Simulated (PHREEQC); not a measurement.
Solution (35 °C): 0.0038 mol/kgw HF and 0.27 mol/kgw NH4F. Closed to the air; pH follows from the charge balance.

Computed with PHREEQC (ion-association model, wateq4f.dat).

Question: The ionic strength comes out as 0.270 mol/kgw. What activity coefficients do H+, F-, NH4+, HF2- get?

Answer: H+ 0.78, F- 0.68, NH4+ 0.73, HF2- 0.68.

Precipitation was switched off in this run.
